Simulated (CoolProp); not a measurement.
Vapour-liquid equilibrium of propylene (1) + R115 (2) at 57.6 kPa; x and y are mole fractions of (1).

Computed with CoolProp (multi-fluid Helmholtz-energy mixture model, Lemmon 2013 and Lemmon 2016; pair parameters Bell 2016).

```json
[
 {"x": "0.05", "bubble temperature (K)": "219.8", "y at the bubble point": "0.149", "dew temperature at overall composition x (K)": "221.3", "liquid density (mol/L)": "10.47"},
 {"x": "0.15", "bubble temperature (K)": "216.4", "y at the bubble point": "0.353", "dew temperature at overall composition x (K)": "219.8", "liquid density (mol/L)": "10.85"},
 {"x": "0.25", "bubble temperature (K)": "214.2", "y at the bubble point": "0.477", "dew temperature at overall composition x (K)": "218.2", "liquid density (mol/L)": "11.22"},
 {"x": "0.35", "bubble temperature (K)": "212.9", "y at the bubble point": "0.556", "dew temperature at overall composition x (K)": "216.5", "liquid density (mol/L)": "11.61"},
 {"x": "0.45", "bubble temperature (K)": "212.1", "y at the bubble point": "0.610", "dew temperature at overall composition x (K)": "214.7", "liquid density (mol/L)": "12.01"},
 {"x": "0.55", "bubble temperature (K)": "211.6", "y at the bubble point": "0.650", "dew temperature at overall composition x (K)": "213.0", "liquid density (mol/L)": "12.44"},
 {"x": "0.65", "bubble temperature (K)": "211.4", "y at the bubble point": "0.687", "dew temperature at overall composition x (K)": "211.6", "liquid density (mol/L)": "12.91"},
 {"x": "0.75", "bubble temperature (K)": "211.4", "y at the bubble point": "0.729", "dew temperature at overall composition x (K)": "211.4", "liquid density (mol/L)": "13.41"},
 {"x": "0.85", "bubble temperature (K)": "211.7", "y at the bubble point": "0.790", "dew temperature at overall composition x (K)": "212.2", "liquid density (mol/L)": "13.96"},
 {"x": "0.95", "bubble temperature (K)": "212.7", "y at the bubble point": "0.901", "dew temperature at overall composition x (K)": "213.3", "liquid density (mol/L)": "14.54"}
]
```

y crosses x between x = 0.65 and 0.75: the model has an azeotrope there.

Pair parameters are fitted to limited data, so mixtures are less certain than the pure fluids.
